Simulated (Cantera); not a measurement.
A perfectly stirred reactor is fed with CH₃OH : O₂ : N₂ = 1 : 1.52 : 5.7 (molar parts), equivalence ratio 0.99, at 1.01 bar; it is adiabatic with a 473 K inlet, and is followed from long to short residence time, starting on the burning branch (τ in s: 0.15, 0.07, 0.032, 0.014, 0.0066, 0.003, 0.0014, 0.00062, 0.00028, 0.00013, 5.8e-05, 2.6e-05, 1.2e-05).

Detailed kinetics in Cantera: GRI-Mech 3.0 (53 species, 325 reactions). GRI-Mech 3.0 was tuned for natural gas; its chemistry of methanol as a main component is partial and can be far from experiment.

Question: What does this change do: pressure from 1.01 bar to 10.0 bar?

Answer: 
| quantity | before | after |
|---|---|---|
| blow-out, bracketed by the residence times tried | burning at 58.0 µs, out at 26.0 µs | burning at 12.0 µs, the shortest tried |
| x(CH₃OH) at τ = 0.150 s | 5.10e-7 | 9.55e-8 |
| x(O₂) at τ = 0.150 s | 0.00923 | 0.00546 |
| x(C₂H₂) at τ = 0.150 s | 3.60e-12 | 1.44e-12 |
| x(HO₂) at τ = 0.150 s | 1.20e-6 | 1.66e-6 |
| x(C₂H₄) at τ = 0.150 s | <1e-12 | <1e-12 |
| x(CH₃OH) at τ = 1.40 ms | 2.01e-5 | 7.38e-6 |
| x(O₂) at τ = 1.40 ms | 0.0201 | 0.00881 |
| x(C₂H₂) at τ = 1.40 ms | 4.98e-10 | 9.59e-10 |
| x(HO₂) at τ = 1.40 ms | 6.18e-6 | 3.99e-6 |
| x(C₂H₄) at τ = 1.40 ms | 2.98e-10 | 3.11e-10 |

Question: What does this change do: O2 1.52 to 1.9 parts?

Answer: 
```json
[
 {"quantity": "blow-out, bracketed by the residence times tried", "before": "burning at 58.0 µs, out at 26.0 µs", "after": "burning at 58.0 µs, out at 26.0 µs"},
 {"quantity": "x(CH₃OH) at τ = 0.150 s", "before": "5.10e-7", "after": "4.16e-7"},
 {"quantity": "x(O₂) at τ = 0.150 s", "before": "0.00923", "after": "0.0435"},
 {"quantity": "x(C₂H₂) at τ = 0.150 s", "before": "3.60e-12", "after": "<1e-12"},
 {"quantity": "x(HO₂) at τ = 0.150 s", "before": "1.20e-6", "after": "3.48e-6"},
 {"quantity": "x(C₂H₄) at τ = 0.150 s", "before": "<1e-12", "after": "<1e-12"},
 {"quantity": "x(CH₃OH) at τ = 1.40 ms", "before": "2.01e-5", "after": "2.06e-5"},
 {"quantity": "x(O₂) at τ = 1.40 ms", "before": "0.0201", "after": "0.0505"},
 {"quantity": "x(C₂H₂) at τ = 1.40 ms", "before": "4.98e-10", "after": "7.69e-11"},
 {"quantity": "x(HO₂) at τ = 1.40 ms", "before": "6.18e-6", "after": "9.26e-6"},
 {"quantity": "x(C₂H₄) at τ = 1.40 ms", "before": "2.98e-10", "after": "7.92e-11"}
]
```
